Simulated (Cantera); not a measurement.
Feed: 1 mol Si3N4, 1.1 mol CO2, 3 mol H2, at 1848 K and 0.320 Pa.

These are equilibrium values from Cantera (NASA tables, ideal gas, pure condensed phases), not measurements of a reactor. Candidate condensed phases: C, C6H6, C7H8, C8H18, H2O, Si, SiC, SiO2, Si2N2O, Si3N4; 151 gas species. The tables' values for SiN are old estimates; treat these amounts as uncertain. The numbers say what is thermodynamically allowed, not how fast it happens.

**Question.** What is the equilibrium state?

**Answer.** 
```json
{
  "x(H2)": "0.234",
  "x(N2)": "0.204",
  "x(Si)": "0.193",
  "x(H)": "0.143",
  "x(SiO)": "0.113",
  "x(CO)": "0.112",
  "x(Si2C)": "0.000181",
  "x(SiH)": "0.000167",
  "x(Si2)": "0.000132",
  "gas_amount": "9.796 mol",
  "log10 activity of Si(l) (absent)": "-1.01",
  "log10 activity of C(graphite) (absent)": "-1.68"
}
```
